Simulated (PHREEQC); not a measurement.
Dissolve 1.4 mmol/kgw KCl at 83 °C. It is in equilibrium with CO2 at log p = -3.4 (atm). Otherwise closed; pH follows from the charge balance.

All values are PHREEQC results (Pitzer model, pitzer.dat), not measurements.

```json
{
  "pH": "5.80",
  "ionic_strength": "0.00140 mol/kgw",
  "specific_conductance": "531 µS/cm",
  "osmotic_coefficient": "0.985"
}
```

```tsv
species	molality	activity	log γ
Cl-	0.00140	0.00134	-0.021
K+	0.00140	0.00134	-0.021
CO2	4.87e-6	4.87e-6	0.000
H+	1.66e-6	1.59e-6	-0.020
HCO3-	1.47e-6	1.40e-6	-0.020
OH-	1.94e-7	1.85e-7	-0.020
```

Precipitation was switched off in this run. At this temperature some constants are extrapolated from 25 °C, and those without enthalpy data are left unchanged.
